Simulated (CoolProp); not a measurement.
Values from CoolProp's reference Helmholtz-energy equation of state, Lemmon 2006. It is a short technical equation, of lower accuracy than the large ones.

### Question
Give the vapour pressure (MPa), liquid density (kg/m³), vapour density (kg/m³), liquid cp (kJ/(kg K)) of saturated C2F6 (R116) at 246.3 K.

### Answer
```json
[
 {"T (K)": "246.3", "p (MPa)": "0.845", "liquid density (kg/m³)": "1340", "vapour density (kg/m³)": "71.4", "liquid cp (kJ/(kg K))": "1.13"}
]
```
